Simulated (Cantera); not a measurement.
What does this Cantera script print?

```python
import numpy as np
import cantera as ct

gas = ct.Solution("gri30.yaml")
gas.TPX = 1050, 1700000, {'CH4': 1, 'C2H6': 0.09, 'C3H8': 0.29, 'O2': 3.42, 'N2': 12.9}
reactor = ct.IdealGasConstPressureReactor(gas, energy="on", clone=False)
net = ct.ReactorNet([reactor])
net.rtol, net.atol = 1e-08, 1e-16
show = ['CH4', 'C2H6', 'C3H8', 'H', 'CH2CO']
times = np.geomspace(1e-06, 10, 14)

steps = ct.SolutionArray(gas, extra=["t"])
rows = []
print(f"{'t/s':>10s}{'T/K':>9s}{'P/Pa':>11s}" + "".join(f"{s:>11s}" for s in show))
for t in times:
    while net.time < t:
        t_next = net.step()
        steps.append(gas.state, t=t_next)
    rows.append([np.interp(t, steps.t, y) for y in (steps.T, steps.P, *steps(*show).X.T)])
    print(f"{t:10.3e}{rows[-1][0]:9.1f}{rows[-1][1]:11.4g}" + "".join(f"{x:11.3e}" for x in rows[-1][2:]))
rate = np.gradient(steps.T, steps.t)
print("integrator steps:", len(steps.t))
if steps.T.max() > steps.T[0] + 200:
    print(f"time of steepest temperature rise: {steps.t[rate.argmax()]:.4e} s")
gas.TPX = 1050, 1700000, {'CH4': 1, 'C2H6': 0.09, 'C3H8': 0.29, 'O2': 3.42, 'N2': 12.9}
gas.equilibrate("HP")
print(f"equilibrium (HP): T = {gas.T:.1f} K  " + "  ".join(f"{s} {gas[s].X[0]:.3e}" for s in show))
```

It prints:

```
       t/s      T/K       P/Pa        CH4       C2H6       C3H8          H      CH2CO
 1.000e-06   1050.0    1.7e+06  5.650e-02  5.085e-03  1.638e-02  1.925e-13  1.768e-20
 3.455e-06   1050.0    1.7e+06  5.650e-02  5.085e-03  1.638e-02  2.409e-13  2.096e-18
 1.194e-05   1050.0    1.7e+06  5.650e-02  5.085e-03  1.638e-02  4.263e-13  1.375e-16
 4.125e-05   1050.0    1.7e+06  5.650e-02  5.085e-03  1.638e-02  1.343e-12  8.172e-15
 1.425e-04   1050.0    1.7e+06  5.650e-02  5.085e-03  1.638e-02  8.423e-12  6.536e-13
 4.924e-04   1050.0    1.7e+06  5.650e-02  5.083e-03  1.638e-02  1.180e-10  1.081e-10
 1.701e-03   1050.5    1.7e+06  5.648e-02  5.058e-03  1.627e-02  1.366e-09  3.296e-08
 5.878e-03   2736.4    1.7e+06  1.379e-13  7.399e-26  9.648e-38  1.747e-03  1.884e-15
 2.031e-02   2726.8    1.7e+06  1.588e-13  9.418e-26  1.357e-37  1.713e-03  2.083e-15
 7.017e-02   2726.8    1.7e+06  1.588e-13  9.418e-26  1.357e-37  1.713e-03  2.083e-15
 2.424e-01   2726.8    1.7e+06  1.588e-13  9.418e-26  1.357e-37  1.713e-03  2.083e-15
 8.377e-01   2726.8    1.7e+06  1.588e-13  9.418e-26  1.357e-37  1.713e-03  2.083e-15
 2.894e+00   2726.8    1.7e+06  1.588e-13  9.418e-26  1.357e-37  1.713e-03  2.083e-15
 1.000e+01   2726.8    1.7e+06  1.588e-13  9.418e-26  1.357e-37  1.713e-03  2.083e-15
integrator steps: 2488
time of steepest temperature rise: 5.6992e-03 s
equilibrium (HP): T = 2726.8 K  CH4 1.891e-13  C2H6 1.233e-25  C3H8 1.804e-37  H 1.713e-03  CH2CO 2.276e-15
```

Cantera simulation using GRI-Mech 3.0 (53 species, 325 reactions); the numbers are that mechanism's predictions, not measurements. GRI-Mech 3.0 was tuned for natural gas; its chemistry of propane as a main component is partial and can be far from experiment. The pressure lies above the range GRI-Mech 3.0 was tuned for (to about 10 atm).
